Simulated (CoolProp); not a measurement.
Vapour-liquid equilibrium of R22 (1) + benzene (2) at 301 K; x and y are mole fractions of (1).

Model: multi-fluid Helmholtz-energy mixture model, Kamei 1995 and Thol 2012; pair parameters Bell 2016, in CoolProp.

| x | bubble pressure (kPa) | y at the bubble point | dew pressure at overall composition x (kPa) | liquid density (mol/L) |
|---|---|---|---|---|
| 0.05 | 81.14 | 0.825 | ? | 11.29 |
| 0.15 | 195.1 | 0.931 | 17.00 | 11.59 |
| 0.25 | 295.1 | 0.957 | 19.26 | 11.90 |
| 0.35 | 390.8 | 0.970 | 22.21 | 12.22 |
| 0.45 | ? | 0.978 | 26.23 | 12.53 |
| 0.55 | 589.3 | 0.984 | 32.01 | ? |
| 0.65 | 697.1 | 0.989 | 41.06 | 13.14 |
| 0.75 | 811.3 | 0.992 | 57.21 | 13.39 |
| 0.85 | 931.5 | 0.996 | 94.19 | 13.59 |
| 0.95 | 1059 | 0.999 | 261.1 | 13.67 |

Q: Some entries are withheld; supply them.

A: 
- 0.05, dew pressure at overall composition x (kPa): 15.22
- 0.45, bubble pressure (kPa): 487.7
- 0.55, liquid density (mol/L): 12.84

No azeotrope shows between x = 0.05 and 0.95.

Pair parameters are fitted to limited data, so mixtures are less certain than the pure fluids. The gap from Raoult's law changes sign with composition, which may be real or a fault of the pair parameters; it wasn't checked against measurements.
